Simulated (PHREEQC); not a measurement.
# Buffer (model solution)

A solution holds 0.016 mol NaHCO3 and 0.00037 mol Na2CO3 per kg of water, at 25 °C. Closed to the air; pH follows from the charge balance.

Model: ion-association model, phreeqc.dat, run in PHREEQC.

Precipitation was switched off in this run.

### Question
Estimate the pH.

### Answer
pH 8.55.

### Question
In which forms is C present?

### Answer
HCO3- 96 %, CO3-2 2.3 %, NaHCO3 0.7 %, CO2 0.5 % of the C.
